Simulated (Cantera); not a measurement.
An isothermal, constant-pressure homogeneous reactor starts with CH₄ : CO₂ = 1 : 4.2 (molar parts), at 1375 K and 4.93 atm.

Cantera simulation using GRI-Mech 3.0 (53 species, 325 reactions); the numbers are that mechanism's predictions, not measurements.

Predict: x(CH₄) at 1.00 s; x(CO₂) at 1.00 s; x(OH) at 1.00 s; x(C₂H₆) at 1.00 s; x(C₂H₂) at 1.00 s.


* **x(CH₄) at 1.00 s**: 0.153 (gas-phase equilibrium 2.54e-6)
* **x(CO₂) at 1.00 s**: 0.758 (gas-phase equilibrium 0.285)
* **x(OH) at 1.00 s**: 3.23e-9 (gas-phase equilibrium 1.29e-8)
* **x(C₂H₆) at 1.00 s**: 0.000255 (gas-phase equilibrium <1e-12)
* **x(C₂H₂) at 1.00 s**: 0.0133 (gas-phase equilibrium 1.14e-11)
